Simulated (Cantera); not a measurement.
## Transport properties of process gases

Gas mixture: C2H6 : H2 : C2H2 = 0.48 : 0.097 : 0.88 (molar parts), at 0.975 Torr, frozen composition.

Cantera's kinetic-theory transport with the Lennard-Jones parameters of GRI-Mech 3.0, ideal gas; thermal conductivity in the multicomponent form. The composition is frozen, though it would react at the higher temperatures.

| T (K) | ρ (kg/m³) | cp (J/kg/K) | μ (µPa s) | λ (mW/m/K) | Pr | D (cm²/s) C2H2 | D (cm²/s) NO | D (cm²/s) H2O |
|---|---|---|---|---|---|---|---|---|
| 400 | 0.00101 | 2087 | 13.2 | 40.5 | 0.679 | 180 | 218 | 237 |
| 550 | 0.000733 | 2471 | 17.2 | 61.1 | 0.696 | 323 | 381 | 439 |
| 700 | 0.000576 | 2775 | 20.7 | 81.6 | 0.706 | 496 | 578 | 689 |
| 850 | 0.000474 | 3021 | 24.0 | 102 | 0.710 | 697 | 804 | 983 |
| 1000 | 0.000403 | 3238 | 26.9 | 122 | 0.713 | 923 | 1060 | 1320 |
| 1150 | 0.000350 | 3417 | 29.7 | 142 | 0.715 | 1170 | 1340 | 1690 |
| 1300 | 0.000310 | 3567 | 32.3 | 161 | 0.715 | 1440 | 1640 | 2090 |
D: mixture-averaged diffusion coefficient of that species in the mixture.
